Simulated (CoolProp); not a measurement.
A single-stage vapour-compression cycle with dimethyl ether: evaporating at 220.15 K (dew point), condensing at 275.15 K (bubble point), superheat 0 K, subcooling 0 K, compressor efficiency 0.8, no pressure losses. Each further row changes one setting.

Model: reference Helmholtz-energy equation of state, Wu 2011, in CoolProp.

```json
[
 {"case": "as stated", "cooling COP": "2.63", "pressure ratio": "11.6", "discharge temperature (K)": "327.9", "refrigerating effect (kJ/kg)": "373", "volumetric capacity (kJ/m³)": "235"},
 {"case": "evaporating temperature 225.15 K", "cooling COP": "3.02", "pressure ratio": "8.76", "discharge temperature (K)": "321.0", "refrigerating effect (kJ/kg)": "378", "volumetric capacity (kJ/m³)": "309"},
 {"case": "condensing temperature 270.15 K", "cooling COP": "2.95", "pressure ratio": "9.72", "discharge temperature (K)": "319.7", "refrigerating effect (kJ/kg)": "384", "volumetric capacity (kJ/m³)": "242"},
 {"case": "subcooling 5 K", "cooling COP": "2.71", "pressure ratio": "11.6", "discharge temperature (K)": "327.9", "refrigerating effect (kJ/kg)": "384", "volumetric capacity (kJ/m³)": "242"},
 {"case": "superheat 10 K", "cooling COP": "2.60", "pressure ratio": "11.6", "discharge temperature (K)": "339.8", "refrigerating effect (kJ/kg)": "385", "volumetric capacity (kJ/m³)": "232"},
 {"case": "compressor efficiency 0.7", "cooling COP": "2.30", "pressure ratio": "11.6", "discharge temperature (K)": "340.6", "refrigerating effect (kJ/kg)": "373", "volumetric capacity (kJ/m³)": "235"}
]
```
